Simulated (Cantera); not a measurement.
**NO annealing gas**

An isothermal, constant-pressure homogeneous reactor starts with 44.0 % NO, 56.0 % N₂, at 1825 K and 45.8 Torr.

Computed with Cantera and GRI-Mech 3.0 (53 species, 325 reactions).

```
t (s)        x NO       x O    x N₂O    x NO₂   x N₂      x O₂
--------  -------  --------  -------  -------  -----  --------
0.000800    0.440   2.58e-6  2.68e-6  1.89e-7  0.560   1.72e-8
0.00233     0.440   6.95e-6  7.57e-6  1.35e-6  0.560   1.47e-7
0.00679     0.440   1.77e-5  2.01e-5  7.52e-6  0.560   1.50e-6
0.0198      0.440   4.00e-5  4.52e-5  2.43e-5  0.560   1.98e-5
0.0577      0.440   5.42e-5  7.05e-5  3.42e-5  0.560  0.000152
0.168       0.439   5.75e-5  7.55e-5  3.66e-5  0.561  0.000612
0.490       0.436   6.23e-5  7.42e-5  4.08e-5  0.562   0.00197
1.43        0.428   7.45e-5  7.06e-5  5.12e-5  0.566   0.00597
4.16        0.404  0.000101  6.13e-5  7.17e-5  0.578    0.0176
12.1        0.340  0.000151  4.13e-5  9.68e-5  0.610    0.0497
35.3        0.204  0.000220  1.39e-5  8.91e-5  0.678     0.118
103        0.0558  0.000275  1.04e-6  3.13e-5  0.752     0.192
300       0.00902  0.000291  8.29e-8  5.36e-6  0.775     0.215
```
x: mole fraction; the columns are a selection and need not sum to one.

Equilibrium at this temperature and pressure: NO 0.00459, O 0.000292, N₂O 6.45e-8, NO₂ 2.74e-6, N₂ 0.778, O₂ 0.218 (gas phase only).
